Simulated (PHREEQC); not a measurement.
Consider water at 40 °C with 0.16 mol/kgw H2SO4, 0.00014 mol/kgw LiCl and 0.00046 mol/kgw MgSO4. It is in equilibrium with CO2 at log p = -3.4 (atm). Otherwise closed; pH follows from the charge balance.

Equilibrium calculation in PHREEQC: ion-association model, phreeqc.dat.

Precipitation was switched off in this run.

Question: Order these S species by the share of S that they hold, largest first: HSO4-, SO4-2, MgSO4.

Answer: HSO4- (88 %), SO4-2 (12 %), MgSO4 (0.11 %)

The pH is 0.85 and the ionic strength 0.199 mol/kgw. Species that the database lacks are ignored. Constants without temperature data keep their 25 °C values here.
